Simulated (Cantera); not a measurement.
**Premixed flame**

A freely propagating, adiabatic, planar premixed flame of 27.2 % H2, 15.3 % O2, 57.5 % N2, unburnt at 650 K and 1050 Torr; multicomponent+Soret transport, grid criteria slope 0.08 and curve 0.16, no radiation.

Model: the H2/O2 subset of GRI-Mech 3.0, which has no nitrogen chemistry, integrated in Cantera. Burning velocities carry a grid error of a few per cent, more on coarse grids.

```
z (mm)   T (K)  u (m/s)    x H2    x O2       x O       x H   x H2O2     x H2O
-------  -----  -------  ------  ------  --------  --------  -------  --------
-0.917     650     7.52   0.272   0.153     <1e-8     <1e-8    <1e-8     <1e-8
-0.611     650     7.52   0.272   0.153     <1e-8     <1e-8    <1e-8     <1e-8
-0.459     650     7.52   0.272   0.153     <1e-8     <1e-8    <1e-8     <1e-8
-0.306     650     7.52   0.272   0.153     <1e-8   4.77e-8    <1e-8   3.12e-7
-0.153     665     7.61   0.262   0.154   9.96e-6  0.000157  4.01e-6  0.000840
-0.0764    862     9.57   0.223   0.150  0.000430   0.00511  1.66e-5    0.0200
0         1297     14.0   0.126   0.108   0.00622    0.0311  7.65e-6     0.109
0.0764    1610     17.2  0.0534  0.0558    0.0133    0.0463  3.43e-6     0.197
0.153     1766     18.7  0.0389  0.0416    0.0142    0.0419  1.95e-6     0.221
0.306     1930     20.3  0.0352  0.0361    0.0122    0.0312  1.05e-6     0.234
0.611     2095     21.8  0.0311  0.0321   0.00927    0.0206  6.22e-7     0.248
1.22      2246     23.1  0.0250  0.0284   0.00631    0.0120  4.28e-7     0.263
2.45      2369     24.1  0.0182  0.0252   0.00392   0.00627  3.46e-7     0.277
```
x: mole fraction of selected species; z is measured from the peak of heat release.

The laminar burning velocity comes out as 752 cm/s and the thermal thickness comes out as 0.306 mm. The peak x(O) comes out as 0.0143, the peak x(H) comes out as 0.0464 and the peak x(H2O2) is 1.66e-5. The grid points comes out as 130.
